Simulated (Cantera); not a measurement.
Feed: 1 mol C2H6, 0.13 mol H2O, 17 mol N2, at 425 °C and 150 Torr.

Equilibrium computed with Cantera from the NASA thermochemical tables; the gas is ideal and each condensed phase is pure. Candidate condensed phases: C, C6H6, C7H8, C8H18, H2O; 136 gas species. Rates play no part.

Base state: N2 0.862, H2 0.110, CH4 0.0215, H2O 0.00552, CO 0.000550, CO2 0.000264, NH3 6.52e-5 (mole fractions); condensed: C(graphite).

**Question.** What changes in the equilibrium state with this change: temperature from 425 °C to 625 °C?

**Answer.** 
```json
[
 {"species": "N2", "before": "0.862", "after": "0.841"},
 {"species": "H2", "before": "0.110", "after": "0.151"},
 {"species": "CO", "before": "0.000550", "after": "0.00590"},
 {"species": "CH4", "before": "0.0215", "after": "0.00147"},
 {"species": "H2O", "before": "0.00552", "after": "0.000451"},
 {"species": "CO2", "before": "0.000264", "after": "4.09e-5"},
 {"species": "C(graphite), mol", "before": "1.56", "after": "1.85"}
]
```
